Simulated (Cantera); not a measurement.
A closed system holds: 1 mol Si2H6, 0.58 mol Cl2, 55 mol H2, at 1200 °C and 10000 Pa.

Method: chemical equilibrium by Gibbs-energy minimisation in Cantera with the NASA 1993 tables (ideal gas, pure condensed phases). Candidate condensed phases: Si; 19 gas species. The feed counts by its element totals alone. The tables' values for SiCl3 are old estimates; treat these amounts as uncertain. The numbers say what is thermodynamically allowed, not how fast it happens.

Base state: H2 0.981, HCl 0.0177, SiCl2 0.00101, H 3.97e-5, SiCl3 1.69e-5 (mole fractions); condensed: Si(s).

**Question.** What changes in the equilibrium state with this change: Si2H6 replaced by SiH2Cl2?

**Answer.** 
```csv
species,before,after
H2,0.981,0.952
HCl,0.0177,0.0421
SiCl2,0.00101,0.00585
SiCl4,9.70e-7,3.29e-5
SiCl3,1.69e-5,0.000237
SiHCl3,5.05e-6,6.98e-5
SiH2Cl2,4.12e-6,2.33e-5
H,3.97e-5,3.91e-5
"Si(s), mol",1.94,0.642
```
